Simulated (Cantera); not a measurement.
A Cantera script and what it prints.

```python
import numpy as np
import cantera as ct

gas_names = """
    CL CL2 H HCL H2 Si SiCL SiCL2 SiCL3 SiCL4 SiH SiHCL3 SiH2 SiH2CL2 SiH3 SiH3CL SiH4 Si2 Si3
""".split()
cond_names = """
    Si(cr) Si(L)
""".split()


# ... load() reads the species with a 1 bar reference pressure and builds the phases ...
atoms = {
    'SiHCl3': {'Si': 1, 'H': 1, 'CL': 3},
    'H2': {'H': 2},
}
top_T = {}  # K; cautious upper limits of use, not melting points


# ... equilibrate(T, P, feed) seeds the gas with the atoms and calls Mixture.equilibrate('TP', solver="vcs", rtol=1e-11, max_steps=5000) ...
results = []
T = 1125  # K
P = 1333.22  # Pa
for m in [7.5, 17, 27, 37, 47, 57, 67, 77, 87, 96, 110, 120, 130]:
    feed = {'SiHCl3': 1, 'H2': m}  # mol
    mix = equilibrate(T, P, feed)
    results.append((T, P, feed, dict(zip(mix.species_names, mix.species_moles))))

top = {s: max(r[3][s] / sum(r[3][g] for g in gas_names) for r in results) for s in gas_names}
cols = sorted((s for s in top if top[s] > 0.0001), key=lambda s: -top[s])[:5]
seen = [c for c in cond_names if any(r[3].get(c, 0) > 1e-12 for r in results)]
print("log10 of partial pressures in bar; condensed amounts in mol")
print(f"{'n(H2)':>10s}" + "".join(f"{s[:9]:>10s}" for s in cols + seen))
for T, P, feed, n in results:
    ng = sum(n[g] for g in gas_names)
    print(f"{feed['H2']:10.4g}" + "".join(f"{np.log10(max(n[s] / ng * P / 1e5, 1e-99)):10.3f}" for s in cols)
          + "".join(f"{n.get(c, 0):10.4g}" for c in seen))
```

It prints:

```
log10 of partial pressures in bar; condensed amounts in mol
     n(H2)        H2       HCL     SiCL4     SiCL2    SiHCL3    Si(cr)
       7.5    -1.944    -3.031    -3.199    -3.792    -3.872    0.3131
        17    -1.915    -3.129    -3.649    -4.017    -4.195    0.4033
        27    -1.904    -3.201    -3.958    -4.171    -4.421    0.4805
        37    -1.899    -3.258    -4.199    -4.292    -4.600    0.5445
        47    -1.895    -3.308    -4.404    -4.394    -4.751     0.598
        57    -1.893    -3.352    -4.585    -4.485    -4.886    0.6431
        67    -1.891    -3.392    -4.749    -4.567    -5.008    0.6813
        77    -1.889    -3.429    -4.899    -4.642    -5.120    0.7137
        87    -1.888    -3.463    -5.039    -4.712    -5.224    0.7414
        96    -1.887    -3.492    -5.157    -4.771    -5.312    0.7629
       110    -1.886    -3.534    -5.329    -4.857    -5.440    0.7911
       120    -1.885    -3.562    -5.443    -4.914    -5.525     0.808
       130    -1.884    -3.589    -5.551    -4.968    -5.606    0.8227
```

Cantera equilibrium calculation (NASA polynomials, part measured and part estimated; ideal gas, pure solids and liquids). The tables' values for SiCl3 are old estimates; treat these amounts as uncertain.
